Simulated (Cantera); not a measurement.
Charge: 1 mol CF4, 1.5 mol H2, equilibrated at 0.00560 bar.

Cantera equilibrium calculation (NASA polynomials, part measured and part estimated; ideal gas, pure solids and liquids). Candidate condensed phases: C, C6H6, C7H8, C8H18; 95 gas species. Rates play no part.

**Question.** Which condensed phases are stable at each of these points (T (°C)): 2675, 2700, 2725, 2750, 2775, 2800, 2825, 2850, 2875, 2900, 2925?

**Answer.** 
```json
[
 {"T (°C)": "2675", "condensed phases": "C(graphite)", "C condensed (%)": "39.2"},
 {"T (°C)": "2700", "condensed phases": "C(graphite)", "C condensed (%)": "21.5"},
 {"T (°C)": "2725", "condensed phases": "gas only", "C condensed (%)": "0.0"},
 {"T (°C)": "2750", "condensed phases": "gas only", "C condensed (%)": "0.0"},
 {"T (°C)": "2775", "condensed phases": "gas only", "C condensed (%)": "0.0"},
 {"T (°C)": "2800", "condensed phases": "gas only", "C condensed (%)": "0.0"},
 {"T (°C)": "2825", "condensed phases": "gas only", "C condensed (%)": "0.0"},
 {"T (°C)": "2850", "condensed phases": "gas only", "C condensed (%)": "0.0"},
 {"T (°C)": "2875", "condensed phases": "gas only", "C condensed (%)": "0.0"},
 {"T (°C)": "2900", "condensed phases": "gas only", "C condensed (%)": "0.0"},
 {"T (°C)": "2925", "condensed phases": "gas only", "C condensed (%)": "0.0"}
]
```

From 2675 °C to 2700 °C the condensed part is C(graphite). From 2725 °C to 2925 °C nothing is condensed.
